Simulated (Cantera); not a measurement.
Input (Python, Cantera) and output of one run.

```python
import numpy as np
import cantera as ct

gas_names = [...]  # 118 gases of nasa_gas.yaml made of C, Cl, F, H
cond_names = """
    C(gr) C6H6(L) C7H8(L) C8H18(L),n-octa
""".split()


# ... load() reads the species with a 1 bar reference pressure and builds the phases ...
atoms = {
    'CF4': {'C': 1, 'F': 4},
    'HCl': {'H': 1, 'CL': 1},
    'H2': {'H': 2},
}
top_T = {'C(gr)': 4500}  # K; cautious upper limits of use, not melting points


# ... equilibrate(T, P, feed) seeds the gas with the atoms and calls Mixture.equilibrate('TP', solver="vcs", rtol=1e-11, max_steps=5000) ...
results = []
T = 3225  # K
P = 71000  # Pa
for m in [0.63, 1, 1.4, 1.7, 2.1, 2.5, 2.8, 3.2, 3.6, 3.9, 4.3, 4.6]:
    feed = {'CF4': 1, 'HCl': 0.056, 'H2': m}  # mol
    mix = equilibrate(T, P, feed)
    results.append((T, P, feed, dict(zip(mix.species_names, mix.species_moles))))

top = {s: max(r[3][s] / sum(r[3][g] for g in gas_names) for r in results) for s in gas_names}
cols = sorted((s for s in top if top[s] > 0.001), key=lambda s: -top[s])[:9]
seen = [c for c in cond_names if any(r[3].get(c, 0) > 1e-12 for r in results)]
print("log10 of partial pressures in bar; condensed amounts in mol")
print(f"{'n(H2)':>10s}" + "".join(f"{s[:9]:>10s}" for s in cols + seen))
for T, P, feed, n in results:
    ng = sum(n[g] for g in gas_names)
    print(f"{feed['H2']:10.4g}" + "".join(f"{np.log10(max(n[s] / ng * P / 1e5, 1e-99)):10.3f}" for s in cols)
          + "".join(f"{n.get(c, 0):10.4g}" for c in seen))
```

Output:

```
log10 of partial pressures in bar; condensed amounts in mol
     n(H2)        HF         F        H2       CF2         H        CF C2H2,acet        CL       HCL     C(gr)
      0.63    -0.566    -0.609    -5.045    -0.886    -3.045    -1.359    -5.988    -1.943    -3.770    0.0993
         1    -0.404    -0.725    -4.488    -1.118    -2.766    -1.475    -5.431    -1.979    -3.529    0.3719
       1.4    -0.289    -0.908    -3.893    -1.484    -2.468    -1.658    -4.836    -2.017    -3.269    0.6382
       1.7    -0.225    -1.152    -3.277    -1.972    -2.161    -1.902    -4.220    -2.056    -3.000    0.8048
       2.1    -0.199    -1.794    -1.942    -3.256    -1.493    -2.543    -2.885    -2.225    -2.501     0.887
       2.5    -0.239    -2.120    -1.368    -3.908    -1.206    -2.869    -2.311    -2.393    -2.382    0.8227
       2.8    -0.269    -2.246    -1.178    -4.159    -1.111    -2.995    -2.121    -2.475    -2.370    0.7625
       3.2    -0.307    -2.361    -1.024    -4.389    -1.034    -3.110    -1.967    -2.559    -2.376    0.6786
       3.6    -0.342    -2.446    -0.923    -4.559    -0.984    -3.195    -1.866    -2.626    -2.392     0.593
       3.9    -0.366    -2.498    -0.867    -4.664    -0.956    -3.248    -1.810    -2.668    -2.407    0.5281
       4.3    -0.397    -2.558    -0.808    -4.784    -0.926    -3.307    -1.751    -2.718    -2.427    0.4411
       4.6    -0.418    -2.597    -0.773    -4.862    -0.908    -3.347    -1.715    -2.751    -2.443    0.3756
```

Method: chemical equilibrium by Gibbs-energy minimisation in Cantera with the NASA 1993 tables (ideal gas, pure condensed phases). Gases not in the tables: C2F6 and larger saturated fluorocarbons.
